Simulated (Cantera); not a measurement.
A freely propagating, adiabatic, planar premixed flame of H₂ : O₂ : N₂ = 1 : 0.833 : 3 (molar parts), equivalence ratio 0.60, unburnt at 723 K and 4.10 bar; unity-Lewis-number transport, grid criteria slope 0.08 and curve 0.16, no radiation.

Cantera simulation using the H2/O2 subset of GRI-Mech 3.0, which has no nitrogen chemistry; the numbers are that mechanism's predictions, not measurements. The hydrogen kinetics of GRI-Mech 3.0 are dated; newer H2 mechanisms differ, most at raised pressure. Unity Lewis numbers drop preferential diffusion, which matters most where H2 and H carry the flame. Burning velocities carry a grid error of a few per cent, more on coarse grids. Lean hydrogen flames are cellular in practice and burn faster than this planar one.

Problem. Predict: laminar burning velocity; thermal thickness; peak x(O); peak x(OH); peak x(H).

Solution. 
```json
{
  "laminar_burning_velocity": "532 cm/s",
  "thermal_thickness": "0.0565 mm",
  "peak x(O)": "0.0121",
  "peak x(OH)": "0.0152",
  "peak x(H)": "0.0213"
}
```
